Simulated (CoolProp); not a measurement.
Vapour-liquid equilibrium of R22 (1) + R114 (2) at 295.4 K; x and y are mole fractions of (1).

Computed with CoolProp (multi-fluid Helmholtz-energy mixture model, Kamei 1995 and Platzer 1990; pair parameters Bell 2016). This equation is an older, rougher fit; its heat capacities, sound speeds and derivatives of the liquid may be far off and weren't checked against measurements.

```json
[
 {"x": "0.05", "bubble pressure (MPa)": "0.2613", "y at the bubble point": "0.269", "dew pressure at overall composition x (MPa)": "0.2057", "liquid density (mol/L)": "8.721"},
 {"x": "0.15", "bubble pressure (MPa)": "0.3686", "y at the bubble point": "0.512", "dew pressure at overall composition x (MPa)": "0.2280", "liquid density (mol/L)": "9.063"},
 {"x": "0.25", "bubble pressure (MPa)": "0.4553", "y at the bubble point": "0.632", "dew pressure at overall composition x (MPa)": "0.2554", "liquid density (mol/L)": "9.436"},
 {"x": "0.35", "bubble pressure (MPa)": "0.5299", "y at the bubble point": "0.708", "dew pressure at overall composition x (MPa)": "0.2899", "liquid density (mol/L)": "9.845"},
 {"x": "0.45", "bubble pressure (MPa)": "0.5978", "y at the bubble point": "0.766", "dew pressure at overall composition x (MPa)": "0.3343", "liquid density (mol/L)": "10.30"},
 {"x": "0.55", "bubble pressure (MPa)": "0.6629", "y at the bubble point": "0.815", "dew pressure at overall composition x (MPa)": "0.3928", "liquid density (mol/L)": "10.79"},
 {"x": "0.65", "bubble pressure (MPa)": "0.7275", "y at the bubble point": "0.859", "dew pressure at overall composition x (MPa)": "0.4717", "liquid density (mol/L)": "11.35"},
 {"x": "0.75", "bubble pressure (MPa)": "0.7934", "y at the bubble point": "0.901", "dew pressure at overall composition x (MPa)": "0.5777", "liquid density (mol/L)": "11.97"},
 {"x": "0.85", "bubble pressure (MPa)": "0.8614", "y at the bubble point": "0.941", "dew pressure at overall composition x (MPa)": "0.7138", "liquid density (mol/L)": "12.67"},
 {"x": "0.95", "bubble pressure (MPa)": "0.9321", "y at the bubble point": "0.980", "dew pressure at overall composition x (MPa)": "0.8774", "liquid density (mol/L)": "13.46"}
]
```

No azeotrope shows between x = 0.05 and 0.95.

The pair parameters rest on a limited set of measurements; away from them the model extrapolates.
